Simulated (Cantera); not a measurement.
Feed: 1 mol PH₃, 0.18 mol H₂, 0.026 mol O₂, held at 3300 K and 1.33 mbar.

Method: chemical equilibrium by Gibbs-energy minimisation in Cantera with the NASA 1993 tables (ideal gas, pure condensed phases). Candidate condensed phases: H₂O, P, P₄O₁₀; 17 gas species. Gases not in the tables: HPO₂, HPO₃ and P₄O₆. Equilibrium is a limit: real reactors are often held back by kinetics, nucleation or transport.

Base state: H 0.761, P 0.219, PO 0.00601, O 0.00586, H₂ 0.00578, P₂ 0.00260, PH 0.000116, OH 7.51e-5 (mole fractions); condensed: gas only.

### Question
What changes in the equilibrium state with this change: pressure from 1.33 mbar to 13.3 mbar?

### Answer
```
species    before     after
-------  --------  --------
H           0.761     0.721
P           0.219     0.193
H₂        0.00578    0.0519
P₂        0.00260    0.0203
PO        0.00601    0.0113
H₂O       1.40e-6   2.68e-5
PH       0.000116  0.000969
O         0.00586   0.00125
OH        7.51e-5  0.000152
```
